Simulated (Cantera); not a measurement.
Feed: 1 mol TiO2, 360 mol H2, 5.2 mol N2, 0.09 mol Cl2, equilibrated at 1330 Pa.

Cantera equilibrium calculation (NASA polynomials, part measured and part estimated; ideal gas, pure solids and liquids). Candidate condensed phases: H2O, NH4Cl, Ti, TiCl2, TiCl3, TiCl4, TiN, TiO, TiO2, Ti2O3, Ti3O5, Ti4O7; 38 gas species. Mutual solubility and eutectic melting of coexisting phases are not modelled. Condensed phases not in the tables: Magnéli phases beyond Ti4O7, TiOCl. The numbers say what is thermodynamically allowed, not how fast it happens.

x: gas mole fraction; n: condensed amount in mol.

```csv
T (K),x H2,x N2,x H2O,x HCl,x H,n Ti4O7(s),n Ti3O5(s)
1173,0.985,0.0142,0.000684,0.000493,[?],0.250,0
1198,0.985,0.0142,0.000684,0.000493,[?],0.250,0
1223,0.985,0.0142,0.000684,0.000493,[?],0.250,0
1248,0.985,0.0142,0.000684,0.000493,[?],0.250,0
1273,0.985,0.0142,0.000684,0.000493,[?],0.250,0
1298,0.985,0.0142,0.000684,0.000493,[?],0.250,0
1323,0.985,0.0142,0.000758,0.000493,[?],0.169,0.108
1348,0.984,0.0142,0.000913,0.000493,[?],0,0.333
```

Problem. Complete the blanks.

Solution. 
- 1173, x H: 1.01e-6
- 1198, x H: 1.63e-6
- 1223, x H: 2.58e-6
- 1248, x H: 4.01e-6
- 1273, x H: 6.13e-6
- 1298, x H: 9.21e-6
- 1323, x H: 1.36e-5
- 1348, x H: 1.99e-5
